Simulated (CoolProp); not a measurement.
Vapour-liquid equilibrium of propane (1) + R236FA (2) at 0.525 MPa; x and y are mole fractions of (1).

The numbers come from the multi-fluid Helmholtz-energy mixture model, Lemmon 2009 and Pan 2012; pair parameters Bell 2016 in CoolProp.

**Question.** Give the bubble temperature and the first vapour's composition at x = 0.05, 0.25, 0.35. Is there an azeotrope?

**Answer.** x = 0.05: 309.2 K, y = 0.268; x = 0.25: 286.5 K, y = 0.690; x = 0.35: 282.4 K, y = 0.747. y crosses x between x = 0.85 and 0.95: the model has an azeotrope there.

Pair parameters are fitted to limited data, so mixtures are less certain than the pure fluids. With so large a gap from Raoult's law the liquid may split in two, which this calculation doesn't test in full.
